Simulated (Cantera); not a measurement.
A Cantera script and its output.

```python
import numpy as np
import cantera as ct

surf = ct.Interface("ptcombust.yaml", "Pt_surf")
gas = surf.adjacent["gas"]
gas.TPX = 600, 41000, {'CO': 0.016, 'O2': 0.017, 'N2': 0.79, 'H2O': 0.054}
surf.TP = 600, 41000
reactor = ct.FlowReactor(gas, clone=False)
reactor.area = 0.0001  # m2
reactor.surface_area_to_volume_ratio = 3100  # 1/m
reactor.mass_flow_rate = 1.1 * reactor.area * gas.density  # inlet velocity 1.1 m/s
reactor.energy_enabled = False
wall = ct.ReactorSurface(surf, reactor, clone=False)
net = ct.ReactorNet([reactor])
net.rtol, net.atol = 1e-8, 1e-16
show, cover = ['CO', 'O2', 'H2O', 'CO2'], ['PT(S)', 'H(S)', 'O(S)', 'OH(S)', 'CO(S)', 'C(S)']

rows = []
print(f"{'z/m':>9s}{'u/(m/s)':>9s}" + "".join(f"{s:>13s}" for s in show + cover))
for z in [0.00012, 0.0002, 0.00033, 0.00056, 0.00093, 0.0016, 0.0026, 0.0043, 0.0072, 0.012]:
    net.advance(z)
    rows.append([reactor.speed, *gas[show].X, *surf[cover].coverages])
    print(f"{z:9.4g}{rows[-1][0]:9.3g}" + "".join(f"{x:13.4e}" for x in rows[-1][1:]))
```

Result:

```
      z/m  u/(m/s)           CO           O2          H2O          CO2        PT(S)         H(S)         O(S)        OH(S)        CO(S)         C(S)
  0.00012      1.1   1.8235e-02   1.9380e-02   6.1574e-02   9.2353e-06   8.8460e-03   4.1020e-09   1.1576e-03   2.1912e-04   9.8977e-01   5.7456e-14
   0.0002      1.1   1.8229e-02   1.9377e-02   6.1574e-02   1.5394e-05   8.8476e-03   4.1027e-09   1.1578e-03   2.1916e-04   9.8977e-01   5.7455e-14
  0.00033      1.1   1.8219e-02   1.9372e-02   6.1574e-02   2.5404e-05   8.8500e-03   4.1038e-09   1.1582e-03   2.1922e-04   9.8976e-01   5.7453e-14
  0.00056      1.1   1.8201e-02   1.9363e-02   6.1575e-02   4.3121e-05   8.8544e-03   4.1058e-09   1.1588e-03   2.1934e-04   9.8976e-01   5.7449e-14
  0.00093      1.1   1.8173e-02   1.9349e-02   6.1576e-02   7.1645e-05   8.8616e-03   4.1089e-09   1.1598e-03   2.1953e-04   9.8975e-01   5.7444e-14
   0.0016      1.1   1.8122e-02   1.9324e-02   6.1577e-02   1.2336e-04   8.8745e-03   4.1146e-09   1.1617e-03   2.1987e-04   9.8974e-01   5.7433e-14
   0.0026      1.1   1.8045e-02   1.9286e-02   6.1580e-02   2.0071e-04   8.8939e-03   4.1232e-09   1.1646e-03   2.2038e-04   9.8971e-01   5.7418e-14
   0.0043      1.1   1.7914e-02   1.9221e-02   6.1584e-02   3.3265e-04   8.9274e-03   4.1380e-09   1.1694e-03   2.2127e-04   9.8967e-01   5.7391e-14
   0.0072      1.1   1.7690e-02   1.9110e-02   6.1591e-02   5.5905e-04   8.9857e-03   4.1636e-09   1.1780e-03   2.2281e-04   9.8960e-01   5.7342e-14
    0.012      1.1   1.7315e-02   1.8925e-02   6.1602e-02   9.3757e-04   9.0858e-03   4.2073e-09   1.1928e-03   2.2548e-04   9.8949e-01   5.7252e-14
```

Computed with Cantera and Deutschmann's 1995 Pt surface mechanism with GRI-Mech 3.0 gas chemistry. Catalytic surfaces can have several steady states; this one follows from the mechanism file's or the stated starting coverage. Mass transfer to the wall is taken as infinitely fast.
